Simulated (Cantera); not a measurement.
## Silicon nitride deposition: SiH₂Cl₂ + N₂ + H₂ + NH₃

Input: 1 mol SiH₂Cl₂, 1.2 mol N₂, 0.5 mol H₂, a varied amount of NH₃, equilibrated at 1150 °C and 740 Pa.

Equilibrium computed with Cantera from the NASA thermochemical tables; the gas is ideal and each condensed phase is pure. Candidate condensed phases: NH₄Cl, Si, Si₃N₄; 28 gas species. The tables' values for SiCl₃ are old estimates; treat these amounts as uncertain. Kinetics and transport are ignored.

```tsv
n(NH₃) (mol)	x H₂	x HCl	x N₂	x SiCl₂	x SiCl₃	x SiCl₄	x SiHCl₃	n Si₃N₄(s)
0.19	0.312	0.390	0.226	0.0469	0.0118	0.0118	0.000735	0.250
0.3	0.332	0.381	0.225	0.0423	0.0101	0.00956	0.000647	0.255
0.46	0.357	0.367	0.223	0.0365	0.00810	0.00711	0.000538	0.263
0.7	0.391	0.345	0.223	0.0297	0.00593	0.00468	0.000412	0.272
1.1	0.437	0.312	0.223	0.0216	0.00369	0.00249	0.000271	0.284
1.7	0.489	0.269	0.225	0.0143	0.00198	0.00109	0.000154	0.295
2.5	0.537	0.224	0.228	0.00900	0.000997	0.000437	8.12e-5	0.305
3.9	0.590	0.173	0.232	0.00479	0.000389	0.000125	3.32e-5	0.314
6	0.634	0.127	0.236	0.00240	0.000139	3.18e-5	1.23e-5	0.320
```
x: gas mole fraction; n: condensed amount in mol.

From 0.19 mol NH₃ to 6 mol NH₃ the condensed part is Si₃N₄(s). The main Si-bearing gas is SiCl₂ throughout. The share of Si in condensed phases is highest at 6 mol NH₃ (96.1 %) and lowest at 0.19 mol NH₃ (74.9 %).
